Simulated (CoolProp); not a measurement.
Vapour-liquid equilibrium of R22 (1) + R142b (2) at -40.95 °C; x and y are mole fractions of (1).

The numbers come from the multi-fluid Helmholtz-energy mixture model, Kamei 1995 and Lemmon 2006; pair parameters Bell 2016 in CoolProp.

| x | bubble pressure (MPa) | y at the bubble point | dew pressure at overall composition x (MPa) | liquid density (mol/L) |
|---|---|---|---|---|
| 0.05 | 0.02639 | 0.183 | 0.02354 | 12.71 |
| 0.125 | 0.03183 | 0.373 | 0.02506 | 12.95 |
| 0.2 | 0.03716 | 0.506 | 0.02679 | 13.19 |
| 0.275 | 0.04247 | 0.606 | 0.02877 | 13.44 |
| 0.35 | 0.04784 | 0.686 | 0.03105 | 13.70 |
| 0.425 | 0.05334 | 0.750 | 0.03372 | 13.96 |
| 0.5 | 0.05900 | 0.804 | 0.03687 | 14.24 |
| 0.575 | 0.06486 | 0.849 | 0.04065 | 14.52 |
| 0.65 | 0.07092 | 0.887 | 0.04527 | 14.81 |
| 0.725 | 0.07715 | 0.920 | 0.05106 | 15.12 |
| 0.8 | 0.08353 | 0.947 | 0.05857 | 15.43 |
| 0.875 | 0.08999 | 0.970 | 0.06883 | 15.75 |
| 0.95 | 0.09643 | 0.989 | 0.08422 | 16.08 |

No azeotrope shows between x = 0.05 and 0.95.

Pair parameters are fitted to limited data, so mixtures are less certain than the pure fluids.
